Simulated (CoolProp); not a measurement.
Vapour-liquid equilibrium of fluoroethane (R161) (1) + R1234yf (2) at 277.6 K; x and y are mole fractions of (1).

Values from CoolProp's multi-fluid Helmholtz-energy mixture model, Wu 2012 and Lemmon 2022; pair parameters Bell 2016.

```
x     bubble pressure (MPa)  y at the bubble point  dew pressure at overall composition x (MPa)  liquid density (mol/L)
----  ---------------------  ---------------------  -------------------------------------------  ----------------------
0.05                 0.3755                  0.070                                       0.3729                   10.38
0.2                  0.4020                  0.261                                       0.3934                   10.98
0.35                 0.4265                  0.426                                       0.4152                   11.65
0.5                  0.4487                  0.572                                       0.4378                   12.40
0.65                 0.4685                  0.705                                       0.4604                   13.23
0.8                  0.4857                  0.832                                       0.4815                   14.17
0.95                 0.5003                  0.957                                       0.4995                   15.24
```

No azeotrope shows between x = 0.05 and 0.95.

The pair parameters rest on a limited set of measurements; away from them the model extrapolates.
